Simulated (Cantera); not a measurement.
A perfectly stirred reactor is fed with 7.58 % H2, 92.4 % O2, at 8.25 Torr; it is held at 1075 K, and followed from long to short residence time.

Model: GRI-Mech 3.0 (53 species, 325 reactions), integrated in Cantera. Radical loss at walls, strong at low pressure, is not modelled. The temperature is held fixed by assumption; the heat of reaction is taken as removed at once.

Question: Predict: x(H2) at τ = 0.460 s; x(O2) at τ = 0.460 s; x(OH) at τ = 0.460 s; x(O) at τ = 0.460 s; x(H2O2) at τ = 0.460 s; x(H2) at τ = 8.90 ms; x(O2) at τ = 8.90 ms; x(OH) at τ = 8.90 ms; x(O) at τ = 8.90 ms; x(H2O2) at τ = 8.90 ms.

Answer: 
| Item | Value |
|---|---|
| x(H2) at τ = 0.460 s | 0.000660 |
| x(O2) at τ = 0.460 s | 0.916 |
| x(OH) at τ = 0.460 s | 0.00113 |
| x(O) at τ = 0.460 s | 0.00414 |
| x(H2O2) at τ = 0.460 s | 1.35e-7 |
| x(H2) at τ = 8.90 ms | 0.00676 |
| x(O2) at τ = 8.90 ms | 0.892 |
| x(OH) at τ = 8.90 ms | 0.00381 |
| x(O) at τ = 8.90 ms | 0.0227 |
| x(H2O2) at τ = 8.90 ms | 1.97e-7 |
